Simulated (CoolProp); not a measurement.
Vapour-liquid equilibrium of n-butane (1) + trans-2-butene (2) at 0.0251 MPa; x and y are mole fractions of (1).

Values from CoolProp's multi-fluid Helmholtz-energy mixture model, Bücker 2006 and Lemmon 2005; pair parameters Bell 2016.

Give the bubble temperature and the first vapour's composition at x = 0.125, 0.35, 0.425. Is there an azeotrope?

x = 0.125: -31.3 °C, y = 0.142; x = 0.35: -31.8 °C, y = 0.371; x = 0.425: -31.9 °C, y = 0.444. No azeotrope shows between x = 0.05 and 0.95.

Pair parameters are fitted to limited data, so mixtures are less certain than the pure fluids.
